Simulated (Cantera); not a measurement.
# Premixed flame

A freely propagating, adiabatic, planar premixed flame of 25.1 % H2, 14.1 % O2, 60.8 % N2, equivalence ratio 0.89, unburnt at 300 K and 11000 Pa; mixture-averaged transport, grid criteria slope 0.08 and curve 0.16, no radiation.

Computed with Cantera and the H2/O2 subset of GRI-Mech 3.0, which has no nitrogen chemistry. Burning velocities carry a grid error of a few per cent, more on coarse grids.

```tsv
z (mm)	T (K)	u (m/s)	x H2	x O2	x HO2	x H2O2	x OH	x H
-19.8	300	1.51	0.251	0.141	<1e-8	<1e-8	<1e-8	<1e-8
-13.2	300	1.51	0.251	0.141	<1e-8	<1e-8	<1e-8	<1e-8
-9.88	300	1.51	0.251	0.141	<1e-8	<1e-8	<1e-8	<1e-8
-6.58	300	1.51	0.251	0.141	<1e-8	<1e-8	<1e-8	<1e-8
-3.29	304	1.53	0.248	0.142	1.55e-5	1.76e-6	1.65e-6	6.82e-7
-1.65	535	2.62	0.215	0.138	6.07e-5	3.46e-5	0.000685	0.00363
0	969	4.60	0.119	0.104	1.66e-5	5.18e-7	0.00138	0.0325
1.65	1246	5.86	0.0417	0.0520	6.83e-6	7.71e-7	0.00470	0.0529
3.29	1373	6.41	0.0294	0.0398	4.52e-6	7.08e-7	0.00665	0.0492
6.58	1505	6.98	0.0286	0.0358	3.38e-6	4.75e-7	0.00859	0.0388
13.2	1645	7.56	0.0273	0.0324	2.52e-6	2.52e-7	0.0103	0.0278
26.3	1778	8.09	0.0241	0.0290	1.85e-6	1.32e-7	0.0112	0.0182
52.7	1901	8.57	0.0194	0.0257	1.32e-6	7.31e-8	0.0111	0.0106
```
x: mole fraction of selected species; z is measured from the peak of heat release.

* **laminar burning velocity**: 151 cm/s
* **thermal thickness**: 6.58 mm
* **peak x(HO2)**: 0.000113
* **peak x(H2O2)**: 4.36e-5
* **peak x(OH)**: 0.0113
* **peak x(H)**: 0.0531
